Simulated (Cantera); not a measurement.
# Equilibrium for thermal oxidation and active oxidation of silicon: Si + CO2 + H2

A closed system holds: 1 mol Si, 0.7 mol CO2, 14 mol H2, at 30.0 Torr.

These are equilibrium values from Cantera (NASA tables, ideal gas, pure condensed phases), not measurements of a reactor. Candidate condensed phases: C, C6H6, C7H8, C8H18, H2O, Si, SiC, SiO2; 123 gas species. Mutual solubility and eutectic melting of coexisting phases are not modelled. The tables hold silica as quartz up to 1696 K and as liquid above; real silica turns to tridymite and cristobalite and melts near 1996 K. Rates play no part.

```tsv
T (K)	x H2	x SiO	x CO	x H	x CH4	n C(graphite)	n SiC(s)	n SiO2(β-quartz)
1225	0.997	1.20e-6	0.00253	1.56e-6	0.000522	0.340	0.318	0.682
1275	0.992	5.20e-6	0.00807	3.67e-6	0.000365	0.224	0.357	0.643
1325	0.981	2.18e-5	0.0186	8.10e-6	0.000220	0	0.432	0.567
1375	0.981	0.000106	0.0187	1.70e-5	8.47e-5	0	0.432	0.566
1425	0.981	0.000458	0.0188	3.38e-5	3.48e-5	0	0.431	0.562
1475	0.979	0.00178	0.0192	6.42e-5	1.54e-5	0	0.425	0.550
1525	0.973	0.00624	0.0206	0.000117	7.32e-6	0	0.403	0.507
1575	0.956	0.0193	0.0246	0.000203	3.86e-6	0	0.339	0.378
1625	0.912	0.0526	0.0349	0.000337	2.25e-6	0	0.165	0.0288
1675	0.909	0.0552	0.0357	0.000553	1.96e-6	0	0.150	0
1725	0.908	0.0552	0.0357	0.000885	1.77e-6	0	0.150	0
```
x: gas mole fraction; n: condensed amount in mol.

From 1225 K to 1275 K the condensed part is C(graphite) + SiC(s) + SiO2(β-quartz). From 1325 K to 1625 K the condensed part is SiC(s) + SiO2(β-quartz). From 1675 K to 1725 K the condensed part is SiC(s). The main Si-bearing gas is SiO throughout.
